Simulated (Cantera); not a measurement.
Source: NASA polynomial tables (part measured, part estimated), evaluated in Cantera. Values are per mole of reaction as written; species without (g) are pure solids or liquids, kept so even where they would boil at 1 bar.

a) Fe + Cl2(g) ⇌ FeCl2(g)
b) 2 Li + Cl2(g) ⇌ 2 LiCl
c) 0.6667 Al + Cl2(g) ⇌ 0.6667 AlCl3(g)
d) 2 Na + Cl2(g) ⇌ 2 NaCl

### Question
Order these by ΔG° at 700 K, most negative first.

### Answer
b (-702 kJ), d (-692 kJ), c (-367 kJ), a (-174 kJ)
